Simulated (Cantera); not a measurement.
A perfectly stirred reactor is fed with H₂ : O₂ : N₂ = 1.8 : 1 : 9.4 (molar parts), at 0.247 atm; it is held at 950 K, and followed from long to short residence time.

Computed with Cantera and GRI-Mech 3.0 (53 species, 325 reactions). The temperature is held fixed by assumption; the heat of reaction is taken as removed at once.

Problem. Predict: x(H₂) at τ = 1.20 s; x(O₂) at τ = 1.20 s; x(HO₂) at τ = 1.20 s; x(O) at τ = 1.20 s; x(H) at τ = 1.20 s; x(H₂) at τ = 45.0 ms; x(O₂) at τ = 45.0 ms; x(HO₂) at τ = 45.0 ms; x(O) at τ = 45.0 ms; x(H) at τ = 45.0 ms.

Solution. 
| Property | Result |
|---|---|
| x(H₂) at τ = 1.20 s | 0.00174 |
| x(O₂) at τ = 1.20 s | 0.00971 |
| x(HO₂) at τ = 1.20 s | 4.05e-6 |
| x(O) at τ = 1.20 s | 1.70e-5 |
| x(H) at τ = 1.20 s | 4.73e-5 |
| x(H₂) at τ = 45.0 ms | 0.00962 |
| x(O₂) at τ = 45.0 ms | 0.0137 |
| x(HO₂) at τ = 45.0 ms | 6.30e-6 |
| x(O) at τ = 45.0 ms | 0.000128 |
| x(H) at τ = 45.0 ms | 0.000845 |
